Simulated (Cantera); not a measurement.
## Pyrogenic steam for wet oxidation

An isothermal, constant-pressure homogeneous reactor starts with H2 : O2 : N2 = 0.47 : 1 : 5.8 (molar parts), at 850 K and 0.987 atm.

Model: the H2/O2 subset of GRI-Mech 3.0, which has no nitrogen chemistry, integrated in Cantera. Below about 950 K walls govern HO2 and H2O2 in real vessels. The temperature is held fixed by assumption; the heat of reaction is taken as removed at once.

| t (s) | x H2 | x O2 | x H2O | x OH | x O | x HO2 | x H |
|---|---|---|---|---|---|---|---|
| 2.00e-6 | 0.0646 | 0.138 | <1e-12 | <1e-12 | <1e-12 | <1e-12 | <1e-12 |
| 1.00e-5 | 0.0646 | 0.138 | <1e-12 | <1e-12 | <1e-12 | <1e-12 | <1e-12 |
| 5.02e-5 | 0.0646 | 0.138 | <1e-12 | <1e-12 | <1e-12 | 5.23e-12 | <1e-12 |
| 0.000252 | 0.0646 | 0.138 | 4.56e-12 | <1e-12 | <1e-12 | 2.98e-11 | <1e-12 |
| 0.00126 | 0.0646 | 0.138 | 2.48e-11 | <1e-12 | <1e-12 | 1.54e-10 | <1e-12 |
| 0.00632 | 0.0646 | 0.138 | 1.31e-10 | <1e-12 | <1e-12 | 7.80e-10 | <1e-12 |
| 0.0317 | 0.0646 | 0.138 | 7.96e-10 | <1e-12 | <1e-12 | 4.05e-9 | <1e-12 |
| 0.159 | 0.0646 | 0.138 | 1.04e-8 | <1e-12 | <1e-12 | 2.61e-8 | 2.06e-12 |
| 0.796 | 0.0646 | 0.138 | 1.33e-6 | 9.59e-12 | 1.92e-11 | 5.28e-7 | 5.83e-11 |
| 3.99 | 0.0635 | 0.137 | 0.00105 | 1.63e-9 | 2.03e-9 | 7.08e-6 | 6.33e-9 |
| 20.0 | 0.0175 | 0.116 | 0.0485 | 9.51e-9 | 6.33e-9 | 8.99e-6 | 7.78e-9 |
x: mole fraction; the columns are a selection and need not sum to one.

Equilibrium at this temperature and pressure: H2 <1e-12, O2 0.109, H2O 0.0668, OH 2.55e-9, O <1e-12, HO2 2.76e-11, H <1e-12 (gas phase only).
